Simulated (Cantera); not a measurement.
Charge: 1 mol HMDSO, 0.89 mol N2O, 18 mol H2, held at 625 K and 0.100 bar.

Method: chemical equilibrium by Gibbs-energy minimisation in Cantera with the NASA 1993 tables (ideal gas, pure condensed phases). Candidate condensed phases: C, C6H6, C7H8, C8H18, H2O, Si, SiC, SiO2, Si2N2O, Si3N4; 151 gas species. The feed counts by its element totals alone. The numbers say what is thermodynamically allowed, not how fast it happens.

Base state: H2 0.708, CH4 0.283, N2 0.00874, NH3 0.000153 (mole fractions); condensed: SiO2(α-quartz) + Si2N2O(s).

### Question
What changes in the equilibrium state with this change: temperature from 625 K to 1925 K?

### Answer
```
species                before     after
-------------------  --------  --------
H2                      0.708     0.903
CO                      <1e-9    0.0629
N2                    0.00874    0.0289
CH4                     0.283   4.26e-5
SiO                     <1e-9  0.000489
H                       <1e-9   0.00287
HCN                     <1e-9   0.00175
C2H2 (acetylene)        <1e-9  0.000413
HNC                     <1e-9   8.65e-5
NH3                  0.000153   3.34e-7
SiO2(α-quartz), mol     0.593         0
Si2N2O(s), mol          0.703         0
C(graphite), mol            0      2.06
SiC(s), mol                 0      1.99
```
